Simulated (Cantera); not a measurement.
A closed system holds: 1 mol Si2H6, 0.32 mol O3, 0.9 mol H2, held at 400 Pa.

These are equilibrium values from Cantera (NASA tables, ideal gas, pure condensed phases), not measurements of a reactor. Candidate condensed phases: H2O, Si, SiO2; 18 gas species. The feed counts by its element totals alone. Mutual solubility and eutectic melting of coexisting phases are not modelled. The tables hold silica as quartz up to 1696 K and as liquid above; real silica turns to tridymite and cristobalite and melts near 1996 K. Rates play no part.

At 1425 K, list the 3 most abundant gas species with their mole fractions, and the condensed phases.

H2 0.969, SiO 0.0307, H 0.000106. Condensed: Si(s) + SiO2(β-quartz).
